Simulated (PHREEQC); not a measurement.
0.06 g of hydrous ferric oxide (600 m²/g; 0.2 weak and 0.005 strong sites per Fe, Dzombak-Morel constants, diffuse double layer) in 1 kg of water with 0.1 mol/kgw of an inert sodium salt and 6.5e-07 mol PbCl2, at 25 °C; the pH is set by adding NaOH or the inert anion's acid. O2 is buffered at 0.21 atm. CO2 from the air is kept out. Nothing may precipitate in this run.

The series has 13 steps of pH, from 3 to 9.

The numbers come from PHREEQC with the ion-association model, wateq4f.dat.

Question: Near which pH is half of the Pb sorbed, and on which side is more sorbed?

Answer: Near pH 4.3, with more sorbed at higher pH.

The oxide is taken as insoluble; below pH 4 it would dissolve.
